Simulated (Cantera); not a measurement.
What does this Cantera script print?

```python
import numpy as np
import cantera as ct

gas_names = [...]  # 87 gases of nasa_gas.yaml made of C, H, Si
cond_names = """
    C(gr) C6H6(L) C7H8(L) C8H18(L),n-octa Si(cr) Si(L) SiC(b)
""".split()


# ... load() reads the species with a 1 bar reference pressure and builds the phases ...
atoms = {
    'SiC': {'Si': 1, 'C': 1},
    'C': {'C': 1},
    'H2': {'H': 2},
}
top_T = {'C(gr)': 4500, 'SiC(b)': 3050}  # K; cautious upper limits of use, not melting points


# ... equilibrate(T, P, feed) seeds the gas with the atoms and calls Mixture.equilibrate('TP', solver="vcs", rtol=1e-11, max_steps=5000) ...
results = []
feed = {'SiC': 1, 'C': 0.042, 'H2': 3.7}  # mol
T = 1948.15  # K
P = 101325  # Pa
mix = equilibrate(T, P, feed)
results.append((T, P, feed, dict(zip(mix.species_names, mix.species_moles))))
print(gas.report(threshold=1e-06))
for i in range(1, mix.n_phases):
    print(f"{mix.phase(i).name:16s} {mix.phase_moles(i):12.5e} mol")
```

Output:

```
       temperature   1948.2 K
          pressure   1.0132e+05 Pa
           density   0.012731 kg/m^3
  mean mol. weight   2.0352 kg/kmol
   phase of matter   gas

                          1 kg             1 kmol
                     ---------------   ---------------
          enthalpy        2.5355e+07        5.1602e+07  J
   internal energy        1.7396e+07        3.5404e+07  J
           entropy             92229         1.877e+05  J/K
    Gibbs function       -1.5432e+08       -3.1407e+08  J
 heat capacity c_p             16737             34063  J/K
 heat capacity c_v             12652             25749  J/K

                      mass frac. Y      mole frac. X     chem. pot. / RT
                     ---------------   ---------------   ---------------
               CH3         8.172e-05        1.1062e-05           -31.789
               CH4         0.0038894        0.00049339           -41.482
    C2H2,acetylene         0.0068876        0.00053834           -24.805
              C2H4        6.8071e-05        4.9382e-06           -44.191
                 H          0.000556         0.0011226           -9.6931
                H2           0.98843           0.99782           -19.386
                Si        1.4273e-05        1.0343e-06           -8.8356
              SiH2        5.2123e-05        3.5241e-06           -28.222
     [  +79 minor]        1.9728e-05         1.223e-06

C(gr)             3.61296e-02 mol
Si(L)             0.00000e+00 mol
SiC(b)            9.99980e-01 mol
```

Equilibrium computed with Cantera from the NASA thermochemical tables; the gas is ideal and each condensed phase is pure.
